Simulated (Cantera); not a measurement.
A closed system holds: 1 mol Hg, 0.69 mol H2, 7.2 mol N2, held at 902 °C and 0.100 bar.

Equilibrium computed with Cantera from the NASA thermochemical tables; the gas is ideal and each condensed phase is pure. Candidate condensed phases: Hg; 10 gas species. Kinetics and transport are ignored.

Base state: N2 0.810, Hg 0.112, H2 0.0776 (mole fractions); condensed: gas only.

Problem. What changes in the equilibrium state with this change: Hg replaced by Pb?

Solution. 
```
species     before    after
----------  ------  -------
N2           0.810    0.909
H2          0.0776   0.0871
Pb               0  0.00435
Hg           0.112        0
Pb(l), mol       0    0.965
```
Further candidate phases: Pb.
